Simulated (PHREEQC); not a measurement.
Solution (25 °C): 0.046 mol KOH per kg of water. Closed to the air; pH follows from the charge balance.

Computed with PHREEQC (Pitzer model, pitzer.dat).

```
Quantity                      Result
--------------------  --------------
pH                             12.58
ionic strength        0.0460 mol/kgw
specific conductance     10900 µS/cm
osmotic coefficient            0.949
total alkalinity         46.0 meq/kg
```

| species | molality | activity | log γ |
|---|---|---|---|
| OH- | 0.0460 | 0.0385 | -0.077 |
| K+ | 0.0460 | 0.0381 | -0.082 |

This is a speciation only: nothing precipitates in the calculation.
